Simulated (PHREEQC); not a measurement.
Dissolve 0.0017 mol/kgw HF, 0.026 mol/kgw NH4F, 5e-07 mol/kgw H4SiO4 and 0.0081 mol/kgw H2SO4 at 20 °C. Closed to the air; pH follows from the charge balance.

Computed with PHREEQC (ion-association model, phreeqc.dat).

- pH: 2.91
- ionic strength: 0.0329 mol/kgw
- total alkalinity: -17.9 meq/kg

```json
[
 {"species": "NH4+", "molality": "0.0249", "activity": "0.0207", "log γ": "-0.080"},
 {"species": "HF", "molality": "0.0154", "activity": "0.0155", "log γ": "0.003"},
 {"species": "F-", "molality": "0.0110", "activity": "0.00925", "log γ": "-0.076"},
 {"species": "SO4-2", "molality": "0.00659", "activity": "0.00342", "log γ": "-0.284"},
 {"species": "H+", "molality": "0.00141", "activity": "0.00123", "log γ": "-0.060"},
 {"species": "NH4SO4-", "molality": "0.00108", "activity": "0.000914", "log γ": "-0.073"},
 {"species": "HF2-", "molality": "0.000625", "activity": "0.000529", "log γ": "-0.073"},
 {"species": "HSO4-", "molality": "0.000433", "activity": "0.000367", "log γ": "-0.073"},
 {"species": "SiF6-2", "molality": "5.00e-7", "activity": "2.61e-7", "log γ": "-0.283"},
 {"species": "NH3", "molality": "6.68e-9", "activity": "6.73e-9", "log γ": "0.003"}
]
```

No solid was allowed to form. Species that the database lacks are ignored. SiF6-2 is the database's only silicon fluoride.
